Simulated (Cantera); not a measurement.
Input: 1 mol TiO2, 4.9 mol CH4, 0.19 mol H2, equilibrated at 0.133 bar.

Cantera equilibrium calculation (NASA polynomials, part measured and part estimated; ideal gas, pure solids and liquids). Candidate condensed phases: C, C6H6, C7H8, C8H18, H2O, Ti, TiC, TiO, TiO2, Ti2O3, Ti3O5, Ti4O7; 113 gas species. Mutual solubility and eutectic melting of coexisting phases are not modelled. TiC: taken at fixed stoichiometry. Condensed phases not in the tables: Magnéli phases beyond Ti4O7. The numbers say what is thermodynamically allowed, not how fast it happens.

x: gas mole fraction; n: condensed amount in mol.

```csv
T (K),x H2,x CO,x CH4,x H2O,x H,x CO2,x C2H2 (acetylene),n C(graphite),n TiO2(rutile),n Ti4O7(s),n Ti3O5(s),n TiC(s)
1075,0.981,0.0134,0.00578,0.000221,3.98e-8,3.23e-6,7.38e-9,4.71,0.453,0.137,0,0
1125,0.972,…,…,…,…,…,…,4.62,0,…,0,0
1175,0.971,…,…,…,…,…,…,4.60,0,…,…,0
1225,0.966,0.0323,0.00163,8.17e-5,8.39e-7,1.86e-6,1.57e-7,4.55,0,0,0.333,0
1275,0.949,0.0496,0.00111,7.31e-5,1.97e-6,2.30e-6,3.65e-7,4.26,0,0,0.296,0.113
1325,0.874,0.125,0.000684,0.000105,4.19e-6,8.03e-6,7.44e-7,2.81,0,0,0.115,0.655
1375,0.833,0.167,0.000460,8.52e-5,8.56e-6,8.25e-6,1.48e-6,1.90,0,0,0,1.00
```

Fill in the missing entries.


- 1175, x CO: 0.0269
- 1175, x CH4: 0.00240
- 1175, x H2O: 0.000121
- 1175, x H: 3.31e-7
- 1175, x CO2: 2.62e-6
- 1175, x C2H2 (acetylene): 6.18e-8
- 1175, n Ti4O7(s): 0.169
- 1175, n Ti3O5(s): 0.108
- 1125, x CO: 0.0243
- 1125, x CH4: 0.00363
- 1125, x H2O: 0.000202
- 1125, x H: 1.20e-7
- 1125, x CO2: 4.60e-6
- 1125, x C2H2 (acetylene): 2.23e-8
- 1125, n Ti4O7(s): 0.250
